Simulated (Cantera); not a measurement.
A closed system holds: 1 mol SiHCl₃, 0.0093 mol C₃H₈, 3.1 mol H₂, equilibrated at 2100 K and 200 Pa.

These are equilibrium values from Cantera (NASA tables, ideal gas, pure condensed phases), not measurements of a reactor. Candidate condensed phases: C, C₆H₆, C₇H₈, C₈H₁₈, Si, SiC; 109 gas species. The tables' values for SiCl, SiCl₃ are old estimates; treat these amounts as uncertain. Gases not in the tables: Si₂H₆ and higher silanes. The numbers say what is thermodynamically allowed, not how fast it happens.

Base state: H₂ 0.506, HCl 0.251, SiCl₂ 0.131, H 0.0495, Si 0.0325, Cl 0.0181, SiCl 0.00967, Si₂C 0.00133 (mole fractions); condensed: SiC(s).

Problem. What changes in the equilibrium state with this change: SiHCl₃ replaced by SiH₄?

Solution. 
```tsv
species	before	after
H₂	0.506	0.863
Si	0.0325	0.0667
H	0.0495	0.0647
HCl	0.251	0
SiCl₂	0.131	0
Cl	0.0181	0
SiCl	0.00967	0
SiCl₃	0.000340	0
Si₃	2.06e-5	0.000178
Si₂	0.000207	0.000869
SiH₂	4.50e-5	0.000157
SiC(s), mol	0.0197	0.0119
Si(l), mol	0	0.552
```
Mutual solubility and eutectic melting of coexisting phases are not modelled.

Problem. What changes in the equilibrium state with this change: 0.23 mol Cl₂ added?

Solution. 
```
species             before    after
----------------  --------  -------
H₂                   0.506    0.463
HCl                  0.251    0.298
SiCl₂                0.131    0.137
Si                  0.0325   0.0224
Cl                  0.0181   0.0224
H                   0.0495   0.0474
Si₃                2.06e-5  6.70e-6
Si₂               0.000207  9.77e-5
C₂H₂ (acetylene)   1.87e-5  3.61e-5
SiH₂               4.50e-5  2.83e-5
SiC(s), mol         0.0197   0.0214
```
